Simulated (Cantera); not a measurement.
An isothermal, constant-pressure homogeneous reactor starts with CH3OH : O2 : N2 = 0.004 : 0.0048 : 1 (molar parts), equivalence ratio 1.3, at 1475 K and 0.987 atm. Integrator tolerance rtol = 1e-08.

Detailed kinetics in Cantera: GRI-Mech 3.0 (53 species, 325 reactions). GRI-Mech 3.0 was tuned for natural gas; its chemistry of methanol as a main component is partial and can be far from experiment.

**Question.** What does this change do: temperature 1475 to 1100 K?

**Answer.** 
```csv
quantity,before,after
x(CH3OH) at 300 s,<1e-12 (gas-phase equilibrium <1e-12),<1e-12 (gas-phase equilibrium <1e-12)
x(O2) at 300 s,6.19e-11 (gas-phase equilibrium 6.02e-11),<1e-12 (gas-phase equilibrium <1e-12)
x(HO2) at 300 s,<1e-12 (gas-phase equilibrium <1e-12),<1e-12 (gas-phase equilibrium <1e-12)
x(H2) at 300 s,0.00118 (gas-phase equilibrium 0.00118),0.00152 (gas-phase equilibrium 0.00158)
x(H2O) at 300 s,0.00673 (gas-phase equilibrium 0.00673),0.00638 (gas-phase equilibrium 0.00633)
x(NO) at 300 s,1.27e-6 (gas-phase equilibrium 2.06e-8),1.61e-8 (gas-phase equilibrium 1.11e-12)
x(CH4) at 300 s,<1e-12 (gas-phase equilibrium <1e-12),1.54e-11 (gas-phase equilibrium 1.54e-12)
```
